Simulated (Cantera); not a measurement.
Charge: 1 mol CH3Cl, 0.22 mol Si, at 0.230 bar.

Cantera equilibrium calculation (NASA polynomials, part measured and part estimated; ideal gas, pure solids and liquids). Candidate condensed phases: C, C6H6, C7H8, C8H18, Si, SiC; 109 gas species. The tables' values for SiCl, SiCl3 are old estimates; treat these amounts as uncertain. Gases not in the tables: Si2H6 and higher silanes. Equilibrium is a limit: real reactors are often held back by kinetics, nucleation or transport.

Q: At 2423 K, list the 4 most abundant gas species with their mole fractions, and the condensed phases.

A: H2 0.545, HCl 0.339, SiCl2 0.0658, H 0.0273. Condensed: C(graphite) + SiC(s).
